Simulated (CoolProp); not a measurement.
Vapour-liquid equilibrium of methanol (1) + water (2) at 19.75 °C; x and y are mole fractions of (1).

Computed with CoolProp (multi-fluid Helmholtz-energy mixture model, de Reuck 1993 and Wagner 2002; pair parameters Bell 2016).

```
x      bubble pressure (MPa)  y at the bubble point  dew pressure at overall composition x (MPa)  liquid density (mol/L)
-----  ---------------------  ---------------------  -------------------------------------------  ----------------------
0.05                0.003355                  0.340                                     0.002417                   52.80
0.125               0.004684                  0.560                                     0.002613                   49.20
0.2                 0.005789                  0.669                                     0.002835                   45.96
0.275               0.006720                  0.735                                     0.003093                   43.02
0.35                0.007521                  0.780                                     0.003399                   40.34
0.425               0.008229                  0.815                                     0.003769                   37.90
0.5                 0.008874                  0.843                                     0.004227                   35.67
0.575               0.009478                  0.868                                     0.004808                   33.62
0.65                 0.01006                  0.891                                     0.005562                   31.74
0.725                0.01064                  0.914                                     0.006566                   30.00
0.8                  0.01122                  0.936                                     0.007913                   28.40
0.875                0.01182                  0.959                                     0.009643                   26.92
0.95                 0.01243                  0.983                                      0.01158                   25.55
```

No azeotrope shows between x = 0.05 and 0.95.

Pair parameters are fitted to limited data, so mixtures are less certain than the pure fluids.
